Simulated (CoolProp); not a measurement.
Dodecamethylpentasiloxane (MD3M) along the isotherm 507.4 K: fugacity coefficient from the reference equation and from simpler models built on Tc = 628.0 K, pc = 0.9540 MPa, ω = 0.730; each cubic takes its own stable root.

Computed with CoolProp (reference Helmholtz-energy equation of state, Thol 2019).

| p (MPa) | phase | reference |
|---|---|---|
| 0.298 | liquid | 0.3457 |
| 0.596 | liquid | 0.1802 |
| 0.894 | liquid | 0.1252 |
| 1.19 | liquid | 0.09804 |
| 1.49 | liquid | 0.08163 |
| 1.79 | liquid | 0.07083 |
| 2.09 | liquid | 0.06322 |
| 2.38 | liquid | 0.05778 |

Question: How far does each simpler model (Soave-Redlich-Kwong, Peng-Robinson) lie from the reference over these 8 states: mean and median of the absolute difference, and the worst?

Answer: 
- Soave-Redlich-Kwong: mean 4.8 %, median 4.8 %, worst +6.5 % at 507.4 K and 2.38 MPa
- Peng-Robinson: mean 2.4 %, median 2.4 %, worst +2.5 % at 507.4 K and 0.298 MPa
